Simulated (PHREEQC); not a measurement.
# Acid rinse or clean

Dissolve 1.2 mmol/kgw HCl and 52 mmol/kgw KCl at 20 °C. Closed to the air; pH follows from the charge balance.

All values are PHREEQC results (ion-association model, phreeqc.dat), not measurements.

Each row changes one thing in this solution. This is a speciation only: nothing precipitates in the calculation.

| case | pH | SI of Sylvite (KCl) |
|---|---|---|
| as made | 2.99 | -3.61 |
| KCl from 0.052 to 0.078 mol/kgw | 3.00 | -3.30 |
| temperature from 20 to 80 °C | 3.00 | -3.89 |
| diluted 100-fold with water | 4.93 | [?] |
| KCl from 0.052 to 0.026 mol/kgw | 2.98 | [?] |
| KCl from 0.052 to 0.0104 mol/kgw | 2.96 | -4.89 |
| 0.024 mol/kgw KOH added | 12.42 | -3.48 |

Complete the blanks.


- diluted 100-fold with water, SI of Sylvite (KCl): -7.46
- KCl from 0.052 to 0.026 mol/kgw, SI of Sylvite (KCl): -4.16

Species that the database lacks are ignored. Away from 25 °C the constants follow the database's enthalpies or fits; those with neither stay at their 25 °C values.
